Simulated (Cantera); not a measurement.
A perfectly stirred reactor is fed with CO : O2 : H2O : N2 = 0.042 : 0.04 : 0.056 : 1 (molar parts), equivalence ratio 0.53, at 1.00 atm; it is held at 1000 K, and followed from long to short residence time.

Model: GRI-Mech 3.0 (53 species, 325 reactions), integrated in Cantera. The temperature is held fixed by assumption; the heat of reaction is taken as removed at once.

Problem. Predict: x(CO) at τ = 0.410 s; x(O2) at τ = 0.410 s; x(H2O) at τ = 0.410 s; x(CO2) at τ = 0.410 s; x(CO) at τ = 37.0 ms; x(O2) at τ = 37.0 ms; x(H2O) at τ = 37.0 ms; x(CO2) at τ = 37.0 ms.

Solution. 
```json
{
  "x(CO) at τ = 0.410 s": "0.0211",
  "x(O2) at τ = 0.410 s": "0.0275",
  "x(H2O) at τ = 0.410 s": "0.0494",
  "x(CO2) at τ = 0.410 s": "0.0161",
  "x(CO) at τ = 37.0 ms": "0.0350",
  "x(O2) at τ = 37.0 ms": "0.0342",
  "x(H2O) at τ = 37.0 ms": "0.0492",
  "x(CO2) at τ = 37.0 ms": "0.00192"
}
```
